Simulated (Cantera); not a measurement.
What does this Cantera script print?

```python
import numpy as np
import cantera as ct

gas = ct.Solution("gri30.yaml")
gas.TPX = 650, 150000, {'CO': 1, 'H2': 0.29, 'CH4': 0.27, 'O2': 0.697, 'N2': 2.62}
inlet = ct.Reservoir(gas, clone=True)
gas.equilibrate("HP")  # start burning
reactor = ct.IdealGasConstPressureReactor(gas, energy="on", clone=False)
exhaust = ct.Reservoir(gas, clone=True)
tau = [0.41, 0.14, 0.05, 0.018, 0.0061, 0.0021, 0.00074, 0.00026, 9e-05, 3.1e-05][0]
for a, b in ((inlet, reactor), (reactor, exhaust)):
    ct.MassFlowController(a, b, mdot=lambda t: reactor.mass / tau)
net = ct.ReactorNet([reactor])
show = ['CO', 'H2', 'CH4', 'HCN', 'OH', 'HCO', 'NO2']

rows = []
print(f"{'tau/s':>10s}{'T/K':>9s}" + "".join(f"{s:>11s}" for s in show))
for tau in [0.41, 0.14, 0.05, 0.018, 0.0061, 0.0021, 0.00074, 0.00026, 9e-05, 3.1e-05]:
    net.initial_time = 0.0
    net.advance(30 * tau)
    before = gas.X
    net.advance(40 * tau)
    drift = np.max(np.abs(gas.X - before) / (gas.X + 1e-9))
    rows.append([gas.T, *gas[show].X, drift])
    print(f"{tau:10.3e}{gas.T:9.1f}" + "".join(f"{x:11.3e}" for x in gas[show].X))
```

Result:

```
     tau/s      T/K         CO         H2        CH4        HCN         OH        HCO        NO2
 4.100e-01   2297.6  1.669e-01  3.950e-02  1.643e-06  3.513e-07  9.663e-04  8.971e-08  3.520e-09
 1.400e-01   2294.2  1.668e-01  3.949e-02  3.599e-06  8.582e-07  1.118e-03  1.100e-07  4.323e-09
 5.000e-02   2287.4  1.668e-01  3.947e-02  6.341e-06  1.780e-06  1.419e-03  1.549e-07  5.581e-09
 1.800e-02   2275.1  1.667e-01  3.944e-02  9.826e-06  3.059e-06  1.947e-03  2.491e-07  7.109e-09
 6.100e-03   2252.7  1.665e-01  3.942e-02  1.542e-05  4.348e-06  2.816e-03  4.564e-07  8.487e-09
 2.100e-03   2216.5  1.664e-01  3.946e-02  2.593e-05  4.880e-06  3.986e-03  8.846e-07  8.854e-09
 7.400e-04   2161.9  1.664e-01  3.965e-02  4.802e-05  4.462e-06  5.302e-03  1.776e-06  7.727e-09
 2.600e-04   2084.7  1.670e-01  3.994e-02  1.014e-04  3.657e-06  6.471e-03  3.768e-06  5.580e-09
 9.000e-05   1986.1  1.695e-01  4.003e-02  2.551e-04  3.100e-06  7.067e-03  8.676e-06  3.463e-09
 3.100e-05   1866.3  1.798e-01  3.967e-02  8.454e-04  3.026e-06  6.560e-03  2.289e-05  1.872e-09
```

Model: GRI-Mech 3.0 (53 species, 325 reactions), integrated in Cantera.
